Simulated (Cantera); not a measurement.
A closed system holds: 1 mol MgO, 6.6 mol C, 0.12 mol CO, at 2400 K and 5180 Torr.

Cantera equilibrium calculation (NASA polynomials, part measured and part estimated; ideal gas, pure solids and liquids). Candidate condensed phases: C, Mg, MgCO3, MgO; 15 gas species. Equilibrium is a limit: real reactors are often held back by kinetics, nucleation or transport.

Base state: CO 0.528, Mg 0.472, Mg2 0.000123, CO2 1.03e-5 (mole fractions); condensed: C(graphite).

**Question.** What changes in the equilibrium state with this change: MgO replaced by Cu2O?

**Answer.** 
```json
[
 {"species": "CO", "before": "0.528", "after": "0.986"},
 {"species": "Cu", "before": "0", "after": "0.0135"},
 {"species": "Cu2", "before": "0", "after": "0.000169"},
 {"species": "Mg", "before": "0.472", "after": "0"},
 {"species": "Mg2", "before": "0.000123", "after": "0"},
 {"species": "CO2", "before": "1.03e-5", "after": "3.58e-5"},
 {"species": "C(graphite), mol", "before": "5.60", "after": "5.60"},
 {"species": "Cu(l), mol", "before": "0", "after": "1.98"}
]
```
Further candidate phases: Cu, CuO, Cu2O.

**Question.** What changes in the equilibrium state with this change: temperature from 2400 K to 1148 K?

**Answer.** 
```tsv
species	before	after
CO	0.528	0.814
CO2	1.03e-5	0.186
Mg	0.472	<1e-9
Mg2	0.000123	<1e-9
C(graphite), mol	5.60	6.62
MgO(s), mol	0	1.00
```
